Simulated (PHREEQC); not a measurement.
# Polishing slurry liquid: an equilibrium model

Dissolve 0.073 mol HNO3, 0.1 mol KNO3 and 0.00027 mol KH2PO4 per kg of water at 20 °C. Closed to the air; pH follows from the charge balance.

All values are PHREEQC results (ion-association model, wateq4f.dat), not measurements.

No solid was allowed to form.

Q: Estimate the pH, activity of water.

A: pH 1.23; activity of water 0.994.

Q: In which forms is P present?

A: H3PO4 86 %, H2PO4- 14 % of the P.

H3PO4, which wateq4f.dat lacks, is added to it with the constant of phreeqc.dat.
